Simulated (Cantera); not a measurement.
Charge: 1 mol n-butane, 0.015 mol O2, 71 mol H2, equilibrated at 0.00133 bar.

Equilibrium computed with Cantera from the NASA thermochemical tables; the gas is ideal and each condensed phase is pure. Candidate condensed phases: C, C6H6, C7H8, C8H18, H2O; 110 gas species. Rates play no part.

Question: What share of the C ends up in condensed phases as a function of T (°C), at 252, 327, 402, 477, 552, 627, 702, 777, 852, 927, 1002, 1077, 1152?

Answer: 
```csv
T (°C),C condensed (%),as
252,0.0,-
327,0.0,-
402,64.8,C(graphite)
477,91.3,C(graphite)
552,97.0,C(graphite)
627,98.5,C(graphite)
702,98.9,C(graphite)
777,99.1,C(graphite)
852,99.2,C(graphite)
927,99.2,C(graphite)
1002,99.2,C(graphite)
1077,99.2,C(graphite)
1152,99.2,C(graphite)
```
